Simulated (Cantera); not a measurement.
What does this Cantera script print?

```python
import numpy as np
import cantera as ct

gas = ct.Solution("gri30.yaml")


def delay(T, t_max=10):
    gas.TPX = T, 1000000, {'CO': 1, 'H2': 0.17, 'CH4': 1.5, 'O2': 5.35, 'N2': 20.1}
    reactor = ct.IdealGasReactor(gas, clone=False)
    net = ct.ReactorNet([reactor])
    net.rtol, net.atol = 1e-8, 1e-16
    while net.time < t_max:
        t_old, T_old = net.time, reactor.T
        net.step()
        if reactor.T > T + 400:  # ignition: a rise of 400 K
            return t_old + (T + 400 - T_old) / (reactor.T - T_old) * (net.time - t_old)
    return np.nan


taus = []
for T in [1023, 1123, 1223, 1323, 1423, 1523, 1623, 1723, 1823]:
    taus.append(delay(T))
    print(f"T0 = {T:6g} K   tau = {taus[-1]:.4e} s")
```

Output:

```
T0 =   1023 K   tau = 1.5201e-02 s
T0 =   1123 K   tau = 3.5036e-03 s
T0 =   1223 K   tau = 1.1625e-03 s
T0 =   1323 K   tau = 4.3890e-04 s
T0 =   1423 K   tau = 1.7686e-04 s
T0 =   1523 K   tau = 7.6442e-05 s
T0 =   1623 K   tau = 3.5758e-05 s
T0 =   1723 K   tau = 1.8099e-05 s
T0 =   1823 K   tau = 9.8480e-06 s
```

Cantera simulation using GRI-Mech 3.0 (53 species, 325 reactions); the numbers are that mechanism's predictions, not measurements.
